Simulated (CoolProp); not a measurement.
Tetrahydrofuran at 391.37 K and 0.205 MPa is compressed adiabatically to 0.979 MPa with isentropic efficiency 0.85. Each further row changes one setting.

The numbers come from the reference Helmholtz-energy equation of state, Fiedler 2023 in CoolProp.

| case | work (kJ/kg) | final temperature (K) | final density (kg/m³) |
|---|---|---|---|
| as stated | 82.1 | 453.3 | 21.4 |
| efficiency 1 | 69.8 | 446.4 | 21.9 |
| efficiency 0.65 | 107 | 467.2 | 20.4 |
